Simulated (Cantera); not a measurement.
## Thermodynamics of thermal oxidation and active oxidation of silicon, feed Si + CO2 + N2 + H2O

Feed: 1 mol Si, 0.029 mol CO2, 960 mol N2, 0.18 mol H2O, equilibrated at 1330 Pa.

Method: chemical equilibrium by Gibbs-energy minimisation in Cantera with the NASA 1993 tables (ideal gas, pure condensed phases). Candidate condensed phases: C, C6H6, C7H8, C8H18, H2O, Si, SiC, SiO2, Si2N2O, Si3N4; 151 gas species. N2 is the only nitrogen source here; it is nearly inert below about 1500 K, so the nitride shown seldom forms there in practice. Mutual solubility and eutectic melting of coexisting phases are not modelled. The tables' values for SiN are old estimates; treat these amounts as uncertain. Equilibrium is a limit: real reactors are often held back by kinetics, nucleation or transport.

```json
[
 {"T (K)": "1000", "x N2": "1.000", "x Si": "<1e-12", "x SiO": "<1e-12", "x H2": "0.000188", "x H": "2.69e-10", "x CO": "2.92e-9", "n C(graphite)": "0.0289", "n Si2N2O(s)": "0.238", "n Si3N4(s)": "0.175"},
 {"T (K)": "1150", "x N2": "1.000", "x Si": "<1e-12", "x SiO": "6.89e-12", "x H2": "0.000187", "x H": "8.84e-9", "x CO": "5.23e-7", "n C(graphite)": "0.0279", "n Si2N2O(s)": "0.237", "n Si3N4(s)": "0.175"},
 {"T (K)": "1300", "x N2": "1.000", "x Si": "3.63e-12", "x SiO": "7.80e-9", "x H2": "0.000186", "x H": "1.31e-7", "x CO": "2.74e-5", "n C(graphite)": "0", "n Si2N2O(s)": "0.212", "n Si3N4(s)": "0.192"},
 {"T (K)": "1450", "x N2": "1.000", "x Si": "2.73e-9", "x SiO": "2.01e-6", "x H2": "0.000187", "x H": "1.12e-6", "x CO": "2.97e-5", "n C(graphite)": "0", "n Si2N2O(s)": "0.208", "n Si3N4(s)": "0.194"},
 {"T (K)": "1600", "x N2": "1.000", "x Si": "5.82e-7", "x SiO": "0.000178", "x H2": "0.000184", "x H": "6.39e-6", "x CO": "3.01e-5", "n C(graphite)": "0", "n Si2N2O(s)": "0.0381", "n Si3N4(s)": "0.251"},
 {"T (K)": "1750", "x N2": "0.999", "x Si": "4.88e-5", "x SiO": "0.000219", "x H2": "0.000174", "x H": "2.65e-5", "x CO": "2.91e-5", "n C(graphite)": "0", "n Si2N2O(s)": "0", "n Si3N4(s)": "0.245"},
 {"T (K)": "1900", "x N2": "0.999", "x Si": "0.000710", "x SiO": "0.000223", "x H2": "0.000145", "x H": "8.26e-5", "x CO": "2.42e-5", "n C(graphite)": "0", "n Si2N2O(s)": "0", "n Si3N4(s)": "0"}
]
```
x: gas mole fraction; n: condensed amount in mol.

From 1000 K to 1150 K the condensed part is C(graphite) + Si2N2O(s) + Si3N4(s). From 1300 K to 1600 K the condensed part is Si2N2O(s) + Si3N4(s). At 1750 K the condensed part is Si3N4(s). At 1900 K nothing is condensed.
